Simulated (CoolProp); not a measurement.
Carbonyl sulfide at several states: fugacity coefficient from the reference equation and from simpler models built on Tc = 378.8 K, pc = 6.369 MPa, ω = 0.098; each cubic takes its own stable root.

The numbers come from the reference Helmholtz-energy equation of state, Lemmon 2006 in CoolProp. It is a short technical equation, of lower accuracy than the large ones.

```
T (K)  p (MPa)          phase  reference  van der Waals  Soave-Redlich-Kwong  Peng-Robinson
-----  -------  -------------  ---------  -------------  -------------------  -------------
175.4    0.012         liquid     0.4640         0.9968               0.4551         0.5030
600.3     15.3  supercritical     0.8547         0.8098               0.8750         0.8359
427.1    0.579            gas     0.9792         0.9800               0.9789         0.9759
204.7   0.0791         liquid     0.4971         0.9849               0.4898         0.5136
488.2     13.2  supercritical     0.7264         0.6983               0.7388         0.7026
```

At some of these states van der Waals gives the other phase, because its saturation line lies elsewhere.
